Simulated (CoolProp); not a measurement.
Carbon monoxide along the isotherm -122.55 °C: Z from the reference equation and from simpler models built on Tc = -140.3 °C, pc = 3.498 MPa, ω = 0.050; each cubic takes its own stable root.

The numbers come from the reference Helmholtz-energy equation of state, Lemmon 2006 in CoolProp. It is a short technical equation, of lower accuracy than the large ones.

| p (MPa) | phase | reference |
|---|---|---|
| 0.159 | gas | 0.9895 |
| 0.318 | gas | 0.9789 |
| 0.477 | gas | 0.9682 |
| 0.636 | gas | 0.9573 |
| 0.795 | gas | 0.9463 |
| 0.954 | gas | 0.9352 |
| 1.11 | gas | 0.9242 |
| 1.27 | gas | 0.9127 |
| 1.43 | gas | 0.9011 |
| 1.59 | gas | 0.8893 |
| 1.75 | gas | 0.8774 |

How far does each simpler model (Pitzer virial, van der Waals, Redlich-Kwong, Soave-Redlich-Kwong, Peng-Robinson) lie from the reference over these 11 states: mean and median of the absolute difference, and the worst?


- Pitzer virial: mean 0.3 %, median 0.2 %, worst +0.9 % at -122.55 °C and 1.75 MPa
- van der Waals: mean 0.2 %, median 0.3 %, worst +0.3 % at -122.55 °C and 1.59 MPa
- Redlich-Kwong: mean 0.2 %, median 0.2 %, worst -0.3 % at -122.55 °C and 1.75 MPa
- Soave-Redlich-Kwong: mean 0.1 %, median 0.1 %, worst -0.1 % at -122.55 °C and 1.75 MPa
- Peng-Robinson: mean 1.0 %, median 1.0 %, worst -1.9 % at -122.55 °C and 1.75 MPa
